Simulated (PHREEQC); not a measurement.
Consider water at 5 °C with 2.7 mmol/kgw ZnCl2, 0.12 mmol/kgw Na2SO4, 1.4 mmol/kgw MnSO4 and 2.9 mmol/kgw AlCl3. Closed to the air; pH follows from the charge balance.

Computed with PHREEQC (ion-association model, phreeqc.dat).

Precipitation was switched off in this run.

Problem. Estimate the pH, ionic strength.

Solution. pH 4.28; ionic strength 0.0264 mol/kgw.

Problem. In which forms is Mn present?

Solution. Mn+2 95 %, MnCl+ 3.1 %, MnSO4 2.3 % of the Mn.

Saturation is exceeded, for instance for Gibbsite (slow to form); the values hold only as long as no solid forms. Species that the database lacks are ignored. Constants without temperature data keep their 25 °C values here.
